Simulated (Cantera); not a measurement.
Feed: 1 mol CH₃Cl, 0.18 mol Si, 2.3 mol H₂, at 427 °C and 435 Torr.

These are equilibrium values from Cantera (NASA tables, ideal gas, pure condensed phases), not measurements of a reactor. Candidate condensed phases: C, C₆H₆, C₇H₈, C₈H₁₈, Si, SiC; 109 gas species. The numbers say what is thermodynamically allowed, not how fast it happens.

Base state: H₂ 0.532, CH₄ 0.321, HCl 0.0898, SiCl₄ 0.0576, SiHCl₃ 6.98e-5 (mole fractions); condensed: gas only.

Question: What changes in the equilibrium state with this change: CH₃Cl replaced by CF₄?

Answer: 
```json
[
 {"species": "HF", "before": "0", "after": "0.827"},
 {"species": "H₂", "before": "0.532", "after": "0.0887"},
 {"species": "SiF₄", "before": "0", "after": "0.0454"},
 {"species": "CH₄", "before": "0.321", "after": "0.0388"},
 {"species": "HCl", "before": "0.0898", "after": "0"},
 {"species": "SiCl₄", "before": "0.0576", "after": "0"},
 {"species": "H₂F₂", "before": "0", "after": "7.15e-5"},
 {"species": "SiHCl₃", "before": "6.98e-5", "after": "0"},
 {"species": "C(graphite), mol", "before": "0", "after": "0.846"}
]
```

Question: What changes in the equilibrium state with this change: Si from 0.18 to 0.035 mol?

Answer: 
```
species   before    after
-------  -------  -------
H₂         0.532    0.420
CH₄        0.321    0.306
HCl       0.0898    0.263
SiCl₄     0.0576   0.0107
SiHCl₃   6.98e-5  3.49e-6
```
